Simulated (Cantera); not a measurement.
Input: 1 mol MgCl2, 0.52 mol H2, 53 mol N2, at 0.420 Torr.

Equilibrium computed with Cantera from the NASA thermochemical tables; the gas is ideal and each condensed phase is pure. Candidate condensed phases: Mg, MgCl2, NH4Cl; 18 gas species. Equilibrium is a limit: real reactors are often held back by kinetics, nucleation or transport.

**Question.** What share of the Mg ends up in condensed phases as a function of T (K), at 750, 775, 800, 825, 850, 875, 900, 925, 950, 975, 1000, 1025, 1050, 1075?

**Answer.** 
```csv
T (K),Mg condensed (%),as
750,99.9,MgCl2(s)
775,99.5,MgCl2(s)
800,98.5,MgCl2(s)
825,95.5,MgCl2(s)
850,87.3,MgCl2(s)
875,66.6,MgCl2(s)
900,16.3,MgCl2(s)
925,0.0,-
950,0.0,-
975,0.0,-
1000,0.0,-
1025,0.0,-
1050,0.0,-
1075,0.0,-
```
